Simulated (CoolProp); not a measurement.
C2F6 (R116) at 357.41 K and 4.22 MPa flows at 8.7 m/s in a round tube of 1 mm bore and 15 µm roughness, fully developed (64/Re and Nu = 3.66 if laminar; Colebrook and Gnielinski if turbulent). Each further row changes one setting.

Values from CoolProp's reference Helmholtz-energy equation of state, Lemmon 2006. It is a short technical equation, of lower accuracy than the large ones.

```tsv
case	Reynolds number	Darcy friction factor	pressure drop (Pa/m)	heat-transfer coefficient (W/(m² K))	mass flow (kg/h)
as stated	102000	0.0441	434000	12900	6.39
velocity 17.4 m/s	203000	0.0439	1730000	25900	12.8
diameter 2 mm	203000	0.0348	171000	10300	25.6
```

Viscosity comes from a separate model (Huber 2003), an estimate that may be off by 10 % or more. Thermal conductivity comes from a separate model (Huber 2003), an estimate that may be off by 10 % or more.
